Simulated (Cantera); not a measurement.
Mixture: CH4 : H2 : O2 : N2 = 1 : 1.3 : 1.56 : 5.86 (molar parts), equivalence ratio 1.7, at 38.0 bar, adiabatic and at constant volume. Ignition delay is the time to a rise of 400 K.

Computed with Cantera and GRI-Mech 3.0 (53 species, 325 reactions). The pressure lies above the range GRI-Mech 3.0 was tuned for (to about 10 atm). Where the delays flatten at high temperature, the 400 K rule measures the pace of heat release, not the induction time.

Q: Predict: delay at 1323 K; delay at 1423 K; delay at 1523 K; delay at 1623 K; delay at 1723 K; apparent activation energy between 1673 and 1773 K.

A: delay at 1323 K: 22.5 µs
delay at 1423 K: 9.10 µs
delay at 1523 K: 4.73 µs
delay at 1623 K: 2.79 µs
delay at 1723 K: 1.75 µs
apparent activation energy between 1673 and 1773 K: 110 kJ/mol
